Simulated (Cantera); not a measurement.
A Cantera script and what it prints.

```python
import numpy as np
import cantera as ct

gas_names = """
    B BH BH2 BH3 BO BO2 B2 B2O B2O2 B2O3 B3O3H3 H HBO HBO2 HO2 H2 H2O H2O2 H3B3O6 O OH O2 O3
""".split()
cond_names = """
    B(b) B(L) B2O3(L) B3O3H3(cr) H2O(s) H2O(L)
""".split()


# ... load() reads the species with a 1 bar reference pressure and builds the phases ...
atoms = {
    'B': {'B': 1},
    'O2': {'O': 2},
    'H2': {'H': 2},
}
top_T = {}  # K; cautious upper limits of use, not melting points


# ... equilibrate(T, P, feed) seeds the gas with the atoms and calls Mixture.equilibrate('TP', solver="vcs", rtol=1e-11, max_steps=5000) ...
results = []
T = 1975  # K
P = 15000  # Pa
for m in [1.3, 2.1, 3.2, 4.9, 7.5, 11, 18, 27, 42]:
    feed = {'B': 1, 'O2': 1.5, 'H2': m}  # mol
    mix = equilibrate(T, P, feed)
    results.append((T, P, feed, dict(zip(mix.species_names, mix.species_moles))))
    x = sorted(zip(gas.X, gas.species_names), reverse=True)
    print(f"T = {T:g} K  P = {P:g} Pa  n(H2) = {m:g} mol  gas = {mix.phase_moles(0):.4g} mol")
    print("   x: " + "  ".join(f"{s} {v:.3e}" for v, s in x if v > 0.0001))
    print("   condensed (mol): " + ("  ".join(f"{mix.phase(i).name} {mix.phase_moles(i):.4g}"
          for i in range(1, mix.n_phases) if mix.phase_moles(i) > 1e-12) or "none"))
```

It prints:

```
T = 1975 K  P = 15000 Pa  n(H2) = 1.3 mol  gas = 1.906 mol
   x: H2O 4.602e-01  HBO2 4.365e-01  O2 5.062e-02  B2O3 4.154e-02  BO2 5.005e-03  OH 4.368e-03  H2 1.258e-03  O 3.201e-04  H 1.253e-04
   condensed (mol): none
T = 1975 K  P = 15000 Pa  n(H2) = 2.1 mol  gas = 2.603 mol
   x: H2O 4.115e-01  HBO2 3.298e-01  H2 2.289e-01  B2O3 2.652e-02  H 1.690e-03  HBO 9.336e-04  OH 2.895e-04  BO2 2.804e-04  BO 1.025e-04
   condensed (mol): none
T = 1975 K  P = 15000 Pa  n(H2) = 3.2 mol  gas = 3.705 mol
   x: H2 4.558e-01  H2O 2.902e-01  HBO2 2.309e-01  B2O3 1.843e-02  H 2.385e-03  HBO 1.845e-03  OH 1.447e-04  BO 1.435e-04  BO2 1.391e-04
   condensed (mol): none
T = 1975 K  P = 15000 Pa  n(H2) = 4.9 mol  gas = 5.408 mol
   x: H2 6.247e-01  H2O 1.999e-01  HBO2 1.573e-01  B2O3 1.241e-02  H 2.792e-03  HBO 2.500e-03  BO 1.661e-04
   condensed (mol): none
T = 1975 K  P = 15000 Pa  n(H2) = 7.5 mol  gas = 8.013 mol
   x: H2 7.442e-01  H2O 1.361e-01  HBO2 1.052e-01  B2O3 8.167e-03  H 3.048e-03  HBO 2.928e-03  BO 1.782e-04
   condensed (mol): none
T = 1975 K  P = 15000 Pa  n(H2) = 11 mol  gas = 11.52 mol
   x: H2 8.198e-01  H2O 9.567e-02  HBO2 7.238e-02  B2O3 5.495e-03  H 3.199e-03  HBO 3.156e-03  BO 1.830e-04
   condensed (mol): none
T = 1975 K  P = 15000 Pa  n(H2) = 18 mol  gas = 18.53 mol
   x: H2 8.853e-01  H2O 6.066e-02  HBO2 4.401e-02  H 3.324e-03  HBO 3.268e-03  B2O3 3.204e-03  BO 1.824e-04
   condensed (mol): none
T = 1975 K  P = 15000 Pa  n(H2) = 27 mol  gas = 27.55 mol
   x: H2 9.206e-01  H2O 4.175e-02  HBO2 2.882e-02  H 3.390e-03  HBO 3.233e-03  B2O3 1.996e-03  BO 1.769e-04
   condensed (mol): none
T = 1975 K  P = 15000 Pa  n(H2) = 42 mol  gas = 42.58 mol
   x: H2 9.463e-01  H2O 2.793e-02  HBO2 1.788e-02  H 3.437e-03  HBO 3.082e-03  B2O3 1.148e-03  BO 1.664e-04
   condensed (mol): none
```

These are equilibrium values from Cantera (NASA tables, ideal gas, pure condensed phases), not measurements of a reactor.
